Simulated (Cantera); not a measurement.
Adiabatic ignition

An adiabatic, constant-volume homogeneous reactor starts with H₂ : O₂ : N₂ = 1 : 0.725 : 2.72 (molar parts), at 1150 K and 0.420 bar.

Detailed kinetics in Cantera: GRI-Mech 3.0 (53 species, 325 reactions).

```tsv
t (s)	T (K)	P (bar)	x H₂	x O₂	x NO₂	x NO	x H	x O
1.00e-6	1150	0.420	0.225	0.163	<1e-12	<1e-12	3.86e-10	1.62e-11
3.35e-6	1150	0.420	0.225	0.163	<1e-12	<1e-12	1.37e-9	1.38e-10
1.12e-5	1150	0.420	0.225	0.163	<1e-12	<1e-12	7.56e-9	1.16e-9
3.76e-5	1150	0.420	0.225	0.163	<1e-12	<1e-12	2.77e-7	4.61e-8
0.000126	1226	0.447	0.178	0.143	3.78e-12	5.07e-8	0.0242	0.00432
0.000422	2689	0.895	0.0156	0.0531	2.61e-7	0.000794	0.00829	0.00963
0.00141	2703	0.898	0.0149	0.0512	1.70e-6	0.00500	0.00747	0.00879
0.00474	2695	0.895	0.0149	0.0482	3.95e-6	0.0118	0.00724	0.00825
0.0159	2692	0.894	0.0149	0.0474	4.56e-6	0.0138	0.00718	0.00810
0.0532	2692	0.894	0.0149	0.0474	4.56e-6	0.0138	0.00718	0.00810
0.178	2692	0.894	0.0149	0.0474	4.56e-6	0.0138	0.00718	0.00810
0.597	2692	0.894	0.0149	0.0474	4.56e-6	0.0138	0.00718	0.00810
2.00	2692	0.894	0.0149	0.0474	4.56e-6	0.0138	0.00718	0.00810
```
x: mole fraction; the columns are a selection and need not sum to one.

```json
{
  "time_of_steepest_temperature_rise": "0.136 ms",
  "temperature at 2.00 s": "2692 K",
  "equilibrium_temperature": "2692 K",
  "x(H₂) at 2.00 s": "0.0149 (gas-phase equilibrium 0.0149)",
  "x(O₂) at 2.00 s": "0.0474 (gas-phase equilibrium 0.0474)",
  "x(NO₂) at 2.00 s": "4.56e-6 (gas-phase equilibrium 4.56e-6)"
}
```
